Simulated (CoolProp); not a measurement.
Computed with CoolProp (reference Helmholtz-energy equation of state, Wu 2011).

For dimethyl ether, give the phase and the speed of sound (m/s), isothermal compressibility (1/MPa) at -9.35 °C and 1240 kPa.


- -9.35 °C and 1240 kPa: liquid; speed of sound 1070, isothermal compressibility 0.00187
